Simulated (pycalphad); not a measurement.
**Phase fractions of Al-0.2893Fe-0.291Si (wt.%)**

CALPHAD calculation (pycalphad, COST 507 light-alloy database (1999)), 1 atm. The database dates from 1999; later assessments differ in places, in temperatures and in the compounds included. Phase fractions are per mole of atoms. Diffusion is slow at the low end, where real alloys seldom reach equilibrium.

| T (K) | liquid | fcc | AL13FE4 | ALFESI_ALPHA | ALFESI_BETA | diamond (Si) |
|---|---|---|---|---|---|---|
| 950 | 1.000 | - | - | - | - | - |
| 900 | - | 0.995 | 0.005 | - | - | - |
| 850 | - | 0.993 | - | 0.007 | - | - |
| 800 | - | 0.993 | - | 0.007 | - | - |
| 750 | - | 0.992 | - | 0.004 | 0.004 | - |
| 700 | - | 0.991 | - | - | 0.009 | - |
| 650 | - | 0.991 | - | - | 0.009 | - |
| 600 | - | 0.990 | - | - | 0.009 | 0.001 |
| 550 | - | 0.990 | - | - | 0.009 | 0.001 |
| 500 | - | 0.989 | - | - | 0.009 | 0.001 |

Database names, with the compositions (at.%) that they take in these runs: AL13FE4: Al 76 Fe 24; ALFESI_ALPHA: Al 72-74 Fe 19 Si 7-9; ALFESI_BETA: Al 70 Fe 15 Si 15.
